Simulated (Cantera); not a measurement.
Charge: 1 mol Si, 2.3 mol NF3, 40 mol H2, equilibrated at 120 Torr.

Equilibrium computed with Cantera from the NASA thermochemical tables; the gas is ideal and each condensed phase is pure. Candidate condensed phases: Si, Si3N4; 37 gas species. Rates play no part. All values below are at 700 K.

Base state: H2 0.884, HF 0.0665, N2 0.0263, SiF4 0.0229, NH3 0.000202 (mole fractions); condensed: gas only.

Q: What changes in the equilibrium state with this change: NF3 from 2.3 to 7.7 mol?

A: 
```tsv
species	before	after
H2	0.884	0.560
HF	0.0665	0.351
N2	0.0263	0.0707
SiF4	0.0229	0.0184
NH3	0.000202	0.000167
```
